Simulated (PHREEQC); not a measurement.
0.015 g of hydrous ferric oxide (600 m²/g; 0.2 weak and 0.005 strong sites per Fe, Dzombak-Morel constants, diffuse double layer) in 1 kg of water with 0.05 mol/kgw of an inert sodium salt and 5.1e-05 mol Na2SO4, at 25 °C; the pH is set by adding NaOH or the inert anion's acid. Oxygen is held at 0.21 atm. CO2 from the air is kept out. No solid was allowed to form.

Base run: PHREEQC, ion-association model, wateq4f.dat. Each further column changes one thing. The table gives S sorbed (%).

```tsv
pH	base	background salt from 0.05 to 0.005 mol/kgw	oxide from 0.015 to 0.075 g/kgw	1.1e-05 mol/kgw NaF added
3	21.6	29.3	84.5	21.4
3.5	21.4	29.2	83.7	21.1
4	20.6	28.0	80.4	20.2
5	14.8	20.8	60.3	14.5
5.5	10.1	15.1	42.9	9.8
6	5.5	9.3	24.5	5.3
6.5	2.1	4.3	9.8	2.0
7.5	0.1	0.2	0.4	0.1
8	0.0	0.0	0.1	0.0
8.5	0.0	0.0	0.0	0.0
9	0.0	0.0	0.0	0.0
10	0.0	0.0	0.0	0.0
10.5	0.0	0.0	0.0	0.0
11	0.0	0.0	0.0	0.0
```

The oxide is taken as insoluble; below pH 4 it would dissolve.
